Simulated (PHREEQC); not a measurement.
NaOH is added in steps, without added water, to 1 kg of water holding 35 mmol/kgw H2SO4 and 3.1 mmol/kgw Li2SO4, at 25 °C. Oxygen is held at 0.21 atm. No CO2 enters from the air. The run lets Mirabilite precipitate or redissolve, and no other solid.

Base run: PHREEQC, ion-association model, wateq4f.dat. Each further column changes one thing. The table gives NaSO4- (mol/kgw).

```csv
NaOH added (mol),base,Li2SO4 replaced by K2SO4 at the same molality,Li2SO4 from 0.0031 to 0.00341 mol/kgw,Li2SO4 replaced by LiNO3 at the same molality,no solid may form
0,0,0,0,0,0
0.007125,0.000205,0.000204,0.000207,0.000186,0.000205
0.01425,0.000443,0.000442,0.000447,___,0.000443
0.02138,0.000720,0.000718,0.000725,0.000656,0.000720
0.0285,0.00104,0.00104,0.00105,___,0.00104
0.03562,0.00141,0.00141,0.00142,___,0.00141
0.04275,0.00184,0.00183,0.00185,___,0.00184
0.04988,0.00232,0.00232,0.00234,0.00215,0.00232
0.057,0.00287,0.00286,0.00289,0.00267,0.00287
```

**Question.** Fill in the missing entries.

**Answer.** 
- 0.01425, Li2SO4 replaced by LiNO3 at the same molality: 0.000403
- 0.0285, Li2SO4 replaced by LiNO3 at the same molality: 0.000951
- 0.03562, Li2SO4 replaced by LiNO3 at the same molality: 0.00130
- 0.04275, Li2SO4 replaced by LiNO3 at the same molality: 0.00169
